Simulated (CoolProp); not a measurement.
Values from CoolProp's reference Helmholtz-energy equation of state, de Reuck 1993.

Q: For methanol, give the phase and the Z, cv (kJ/(kg K)), speed of sound (m/s), expansivity (1/kK) at 413.8 K and 113 bar.

A: 
- 413.8 K and 113 bar: liquid; Z 0.154, cv 2.80, speed of sound 832, expansivity 1.82
